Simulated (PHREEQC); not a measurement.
A solution holds 0.0014 mol PbCl2, 0.0015 mol NaCl and 0.027 mol Zn(NO3)2 per kg of water, at 25 °C. Closed to the air; pH follows from the charge balance.

All values are PHREEQC results (ion-association model, phreeqc.dat), not measurements.

Precipitation was switched off in this run.

Q: Predict the pH, specific conductance.

A: pH 5.33; specific conductance 5710 µS/cm.

Q: In which forms is Pb present?

A: Pb+2 73 %, PbNO3+ 22 %, PbCl+ 4.6 % of the Pb.

Species that the database lacks are ignored.
